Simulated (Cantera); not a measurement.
An isothermal, constant-pressure homogeneous reactor starts with 66.2 % NO, 33.8 % N2, at 2125 K and 210 Torr.

Cantera simulation using GRI-Mech 3.0 (53 species, 325 reactions); the numbers are that mechanism's predictions, not measurements.

x: mole fraction; the columns are a selection and need not sum to one.

```json
[
 {"t (s)": "5.00e-6", "x NO": "0.662", "x N2": "0.338", "x NO2": "1.48e-8", "x O": "…", "x O2": "2.08e-9"},
 {"t (s)": "1.68e-5", "x NO": "0.662", "x N2": "0.338", "x NO2": "1.58e-7", "x O": "…", "x O2": "2.31e-8"},
 {"t (s)": "5.62e-5", "x NO": "0.662", "x N2": "0.338", "x NO2": "1.52e-6", "x O": "…", "x O2": "2.58e-7"},
 {"t (s)": "0.000188", "x NO": "0.662", "x N2": "0.338", "x NO2": "1.14e-5", "x O": "…", "x O2": "3.05e-6"},
 {"t (s)": "0.000631", "x NO": "0.662", "x N2": "0.338", "x NO2": "5.40e-5", "x O": "…", "x O2": "4.66e-5"},
 {"t (s)": "0.00212", "x NO": "0.660", "x N2": "0.339", "x NO2": "0.000111", "x O": "…", "x O2": "0.000610"},
 {"t (s)": "0.00709", "x NO": "0.655", "x N2": "0.341", "x NO2": "0.000124", "x O": "…", "x O2": "0.00320"},
 {"t (s)": "0.0238", "x NO": "0.637", "x N2": "0.350", "x NO2": "0.000151", "x O": "…", "x O2": "0.0121"},
 {"t (s)": "0.0797", "x NO": "0.575", "x N2": "0.381", "x NO2": "0.000208", "x O": "…", "x O2": "0.0430"},
 {"t (s)": "0.267", "x NO": "0.386", "x N2": "0.475", "x NO2": "0.000235", "x O": "…", "x O2": "0.137"},
 {"t (s)": "0.895", "x NO": "0.102", "x N2": "0.617", "x NO2": "8.82e-5", "x O": "0.00167", "x O2": "0.279"},
 {"t (s)": "3.00", "x NO": "0.0163", "x N2": "0.660", "x NO2": "1.51e-5", "x O": "0.00178", "x O2": "0.322"}
]
```

Question: What belongs in the gaps?

Answer: 
- 5.00e-6, x O: 1.67e-6
- 1.68e-5, x O: 5.53e-6
- 5.62e-5, x O: 1.81e-5
- 0.000188, x O: 5.93e-5
- 0.000631, x O: 0.000201
- 0.00212, x O: 0.000403
- 0.00709, x O: 0.000447
- 0.0238, x O: 0.000536
- 0.0797, x O: 0.000764
- 0.267, x O: 0.00121
